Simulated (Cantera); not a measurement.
Mixture: H2 : O2 : N2 = 1 : 0.538 : 2.02 (molar parts), equivalence ratio 0.93, at 750 Torr, adiabatic and at constant pressure. Ignition delay is the time to a rise of 400 K.

Model: GRI-Mech 3.0 (53 species, 325 reactions), integrated in Cantera. Where the delays flatten at high temperature, the 400 K rule measures the pace of heat release, not the induction time.

Question: Predict: delay at 1473 K; delay at 1548 K; delay at 1623 K; delay at 1698 K; delay at 1773 K.

Answer: 
- delay at 1473 K: 19.4 µs
- delay at 1548 K: 17.6 µs
- delay at 1623 K: 16.7 µs
- delay at 1698 K: 16.4 µs
- delay at 1773 K: 16.7 µs
